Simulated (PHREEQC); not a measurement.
## Brine

Make-up at 45 °C: 3.9 mol H2SO4, 0.092 mol Na2SO4 and 5e-05 mol H4SiO4 per kg of water. Closed to the air; pH follows from the charge balance.

All values are PHREEQC results (Pitzer model, pitzer.dat), not measurements.

This is a speciation only: nothing precipitates in the calculation.

Predict the pH, activity of water.

pH -1.45; activity of water 0.789.

In which forms is S present?

HSO4- 86 %, SO4-2 14 % of the S.

In brines, pH and single-ion activities rest on the MacInnes convention. Away from 25 °C the constants follow the database's enthalpies or fits; those with neither stay at their 25 °C values.
